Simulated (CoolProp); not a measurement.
Values from CoolProp's reference Helmholtz-energy equation of state, Lemmon 2005. It is a short technical equation, of lower accuracy than the large ones.

Task: For trans-2-butene, give the phase and the density (kg/m³), cp (kJ/(kg K)), cv (kJ/(kg K)), isothermal compressibility (1/MPa) at 248.2 K and 151 bar.

Result: 
- 248.2 K and 151 bar: liquid; density 668, cp 2.09, cv 1.49, isothermal compressibility 0.00124
